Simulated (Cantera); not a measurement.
An adiabatic, constant-volume homogeneous reactor starts with 26.6 % CO, 1.41 % H2, 14.1 % O2, 53.1 % N2, 4.78 % H2O, equivalence ratio 0.99, at 1050 K and 0.260 bar.

Cantera simulation using GRI-Mech 3.0 (53 species, 325 reactions); the numbers are that mechanism's predictions, not measurements.

### Question
Predict: time of steepest temperature rise; temperature at 0.400 s; equilibrium temperature; x(CO) at 0.400 s; x(H2) at 0.400 s; x(O2) at 0.400 s; x(CO2) at 0.400 s; x(OH) at 0.400 s.

### Answer
- time of steepest temperature rise: 1.23 ms
- temperature at 0.400 s: 2635 K
- equilibrium temperature: 2635 K
- x(CO) at 0.400 s: 0.0938 (gas-phase equilibrium 0.0938)
- x(H2) at 0.400 s: 0.00405 (gas-phase equilibrium 0.00405)
- x(O2) at 0.400 s: 0.0395 (gas-phase equilibrium 0.0395)
- x(CO2) at 0.400 s: 0.197 (gas-phase equilibrium 0.197)
- x(OH) at 0.400 s: 0.0121 (gas-phase equilibrium 0.0121)
